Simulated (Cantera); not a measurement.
Iron carbonyl, mercury and lead vapours: Pb + CO + H₂

Input: 1 mol Pb, 0.05 mol CO, 2.3 mol H₂, at 2.10 bar.

Method: chemical equilibrium by Gibbs-energy minimisation in Cantera with the NASA 1993 tables (ideal gas, pure condensed phases). Candidate condensed phases: C, C₆H₆, C₇H₈, C₈H₁₈, H₂O, Pb, PbO, PbO₂, Pb₃O₄; 113 gas species. Equilibrium is a limit: real reactors are often held back by kinetics, nucleation or transport.

```csv
T (°C),log p H₂,log p Pb,log p CO,log p CH₄,log p H₂O,log p CO₂,log p H,log p Pb₂,n Pb(l)
775,0.31,-4.35,-1.91,-1.48,-1.48,-3.62,-7.96,-9.55,1.000
825,0.31,-3.93,-1.68,-1.61,-1.62,-3.60,-7.45,-8.86,1.000
875,0.31,-3.55,-1.55,-1.78,-1.78,-3.71,-6.99,-8.22,1.000
925,0.31,-3.20,-1.47,-1.95,-1.96,-3.87,-6.57,-7.64,0.999
975,0.31,-2.89,-1.43,-2.13,-2.13,-4.06,-6.18,-7.11,0.999
1025,0.31,-2.59,-1.40,-2.30,-2.30,-4.26,-5.81,-6.62,0.997
1075,0.31,-2.32,-1.39,-2.46,-2.46,-4.45,-5.48,-6.17,0.995
1125,0.31,-2.07,-1.38,-2.61,-2.61,-4.64,-5.17,-5.75,0.990
1175,0.31,-1.84,-1.37,-2.76,-2.76,-4.81,-4.88,-5.36,0.984
1225,0.31,-1.62,-1.37,-2.89,-2.90,-4.98,-4.61,-5.00,0.973
1275,0.30,-1.42,-1.37,-3.02,-3.03,-5.14,-4.36,-4.66,0.956
1325,0.30,-1.23,-1.37,-3.15,-3.15,-5.30,-4.12,-4.35,0.931
1375,0.29,-1.05,-1.37,-3.28,-3.28,-5.45,-3.90,-4.05,0.895
```
log p: log10 of the partial pressure in bar; n: condensed amount in mol.

From 775 °C to 1375 °C the condensed part is Pb(l). The main Pb-bearing gas is Pb throughout.
